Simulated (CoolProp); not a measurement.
Model: reference Helmholtz-energy equation of state, Lemmon 2005, in CoolProp.

Question: Give the vapour pressure (bar), enthalpy of vaporisation (kJ/kg), vapour Z, liquid conductivity (mW/(m K)) of saturated R125 at 228.9, 238.7, 307.5 K.

Answer: 
```
T (K)  p (bar)  enthalpy of vaporisation (kJ/kg)  vapour Z  liquid conductivity (mW/(m K))
-----  -------  --------------------------------  --------  ------------------------------
228.9     1.22                               162     0.951                            89.5
238.7     1.89                               156     0.934                            85.0
307.5     17.5                              99.5     0.685                            55.6
```

Thermal conductivity comes from a separate model (Perkins 2006).
